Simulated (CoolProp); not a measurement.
Values from CoolProp's reference Helmholtz-energy equation of state, Colonna 2008. It is a short technical equation, of lower accuracy than the large ones.

For dodecamethylcyclohexasiloxane (D6), give the phase and the cp (kJ/(kg K)), isothermal compressibility (1/MPa) at 346.85 °C and 29.6 bar; 346.85 °C and 88.7 bar.


- 346.85 °C and 29.6 bar: liquid; cp 2.20, isothermal compressibility 0.0384
- 346.85 °C and 88.7 bar: liquid; cp 2.14, isothermal compressibility 0.0140
